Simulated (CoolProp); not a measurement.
Model: reference Helmholtz-energy equation of state, Lemmon 2006, in CoolProp. It is a short technical equation, of lower accuracy than the large ones.

**Question.** Give the vapour pressure (MPa), vapour density (kg/m³), enthalpy of vaporisation (kJ/kg), liquid viscosity (µPa s) of saturated R142b at 331 K.

**Answer.** 
```json
[
 {"T (K)": "331", "p (MPa)": "0.831", "vapour density (kg/m³)": "36.7", "enthalpy of vaporisation (kJ/kg)": "177", "liquid viscosity (µPa s)": "162"}
]
```

Viscosity comes from a separate model (Huber 2003), an estimate that may be off by 10 % or more.
